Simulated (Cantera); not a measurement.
Feed: 1 mol Si3N4, 0.13 mol CO2, 400 mol H2, equilibrated at 1825 K and 13300 Pa.

Equilibrium computed with Cantera from the NASA thermochemical tables; the gas is ideal and each condensed phase is pure. Candidate condensed phases: C, C6H6, C7H8, C8H18, H2O, Si, SiC, SiO2, Si2N2O, Si3N4; 151 gas species. Mutual solubility and eutectic melting of coexisting phases are not modelled. Gases not in the tables: Si2H6 and higher silanes. Equilibrium is a limit: real reactors are often held back by kinetics, nucleation or transport.

Base state: H2 0.993, N2 0.00496, H 0.00120, SiO 0.000576, CO 7.02e-5, SiH2 3.54e-5, Si 3.41e-5, SiH 1.32e-5 (mole fractions); condensed: Si(l) + SiC(s).

Problem. What changes in the equilibrium state with this change: pressure from 13300 Pa to 133 Pa?

Solution. 
```
species       before     after
-----------  -------  --------
H2             0.993     0.979
H            0.00120    0.0119
N2           0.00496   0.00491
Si           3.41e-5   0.00341
Si2          2.22e-7   2.22e-5
Si2C         4.13e-7   4.13e-5
SiH          1.32e-5  0.000131
SiH2         3.54e-5   3.49e-5
Si(l), mol      2.64      1.17
SiC(s), mol   0.0949    0.0793
```
